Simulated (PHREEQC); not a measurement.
## Buffer

Consider water at 50 °C with 0.00097 mol/kgw NaHCO3 and 0.029 mol/kgw NaOH. Closed to the air; pH follows from the charge balance.

Equilibrium calculation in PHREEQC: ion-association model, phreeqc.dat.

Each row changes one thing in this solution. No solid was allowed to form.

| case | pH | ionic strength (mol/kgw) |
|---|---|---|
| as made | 11.63 | 0.0300 |
| NaOH left out | 8.06 | 0.000977 |
| NaOH from 0.029 to 0.0261 mol/kgw | 11.59 | 0.0272 |
| NaHCO3 left out | 11.65 | 0.0290 |
| NaOH from 0.029 to 0.0319 mol/kgw | 11.67 | 0.0329 |
| NaOH from 0.029 to 0.058 mol/kgw | 11.92 | 0.0588 |
| temperature from 50 to 25 °C | 12.37 | 0.0305 |

Constants without temperature data keep their 25 °C values here.
